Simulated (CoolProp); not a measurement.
Values from CoolProp's reference Helmholtz-energy equation of state, Lemmon 2004. It is a short technical equation, of lower accuracy than the large ones.

Task: For n-dodecane, give the phase and the speed of sound (m/s), fugacity coefficient at 548.5 K and 0.354 MPa; 588.2 K and 0.354 MPa; 612.1 K and 0.354 MPa.

Result: 
- 548.5 K and 0.354 MPa: liquid; speed of sound 452, fugacity coefficient 0.831
- 588.2 K and 0.354 MPa: gas; speed of sound 149, fugacity coefficient 0.882
- 612.1 K and 0.354 MPa: gas; speed of sound 155, fugacity coefficient 0.899
